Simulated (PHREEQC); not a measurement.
A solution holds 0.13 mol NaH2PO4, 0.16 mol NaOH and 7.5e-05 mol NaCl per kg of water, at 18 °C. Closed to the air; pH follows from the charge balance.

Computed with PHREEQC (ion-association model, phreeqc.dat).

This is a speciation only: nothing precipitates in the calculation.

Order these P species by the share of P that they hold, largest first: PO4-3, HPO4-2, NaHPO4-.

HPO4-2 (69 %), PO4-3 (22 %), NaHPO4- (8.7 %)

The pH is 10.94 and the ionic strength 0.456 mol/kgw.
